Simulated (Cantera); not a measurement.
Charge: 1 mol MgO, 0.12 mol SO₂, 0.11 mol CO₂, held at 727 °C and 1 atm.

Equilibrium computed with Cantera from the NASA thermochemical tables; the gas is ideal and each condensed phase is pure. Candidate condensed phases: C, Mg, MgCO₃, MgO, MgS, MgSO₄, S; 26 gas species. The numbers say what is thermodynamically allowed, not how fast it happens.

Problem. What is the equilibrium state?

Solution. x(SO₂): 0.522
x(CO₂): 0.478
x(CO): 5.45e-6
x(SO₃): 5.03e-6
n(MgO(s)): 1.00 mol
gas amount: 0.2300 mol
log10 activity of MgCO₃(s) (absent): -3.09
log10 activity of S(l) (absent): -5.17
log10 activity of C(graphite) (absent): -10.45
